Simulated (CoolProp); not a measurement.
R134a along the isobar 0.101 MPa: Z from the reference equation and from simpler models built on Tc = 101.1 °C, pc = 4.059 MPa, ω = 0.327; each cubic takes its own stable root.

Values from CoolProp's reference Helmholtz-energy equation of state, Tillner-Roth 1994.

```
T (°C)   phase  reference  Redlich-Kwong  Soave-Redlich-Kwong
------  ------  ---------  -------------  -------------------
-46.85  liquid   0.003810       0.004551             0.004369
-37.75  liquid   0.003731         0.9687             0.004274
-28.65  liquid   0.003662         0.9718             0.004194
-19.55     gas     0.9617         0.9745               0.9706
-10.45     gas     0.9668         0.9769               0.9735
-1.35      gas     0.9709         0.9789               0.9761
7.75       gas     0.9744         0.9808               0.9784
16.85      gas     0.9773         0.9824               0.9804
25.95      gas     0.9798         0.9839               0.9822
35.05      gas     0.9819         0.9852               0.9838
44.15      gas     0.9838         0.9863               0.9852
53.25      gas     0.9854         0.9874               0.9865
62.35      gas     0.9868         0.9883               0.9877
```

At some of these states Redlich-Kwong gives the other phase, because its saturation line lies elsewhere.
